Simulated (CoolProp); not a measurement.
Aqueous calcium chloride as a coolant, 13 % by mass, freezing at -8.8 °C, 1 atm.

Computed with CoolProp (Melinder's fits for secondary coolants).

| T (°C) | cp (kJ/(kg K)) | viscosity (mPa s) | Prandtl number | density (kg/m³) |
|---|---|---|---|---|
| -2.8 | 3.393 | 2.66 | 16.4 | ___ |
| 3.7 | ___ | 2.18 | 13.3 | ___ |
| 10.3 | 3.424 | 1.82 | 10.9 | 1115 |
| 16.8 | 3.440 | ___ | 9.16 | 1115 |
| 23.3 | 3.455 | ___ | 7.78 | 1114 |
| 29.8 | ___ | 1.15 | 6.69 | ___ |
| 36.3 | 3.483 | 1.02 | ___ | 1109 |

### Question
Some entries are withheld; supply them.

### Answer

- -2.8, density (kg/m³): 1117
- 3.7, cp (kJ/(kg K)): 3.408
- 3.7, density (kg/m³): 1116
- 16.8, viscosity (mPa s): 1.54
- 23.3, viscosity (mPa s): 1.33
- 29.8, cp (kJ/(kg K)): 3.469
- 29.8, density (kg/m³): 1112
- 36.3, Prandtl number: 5.82
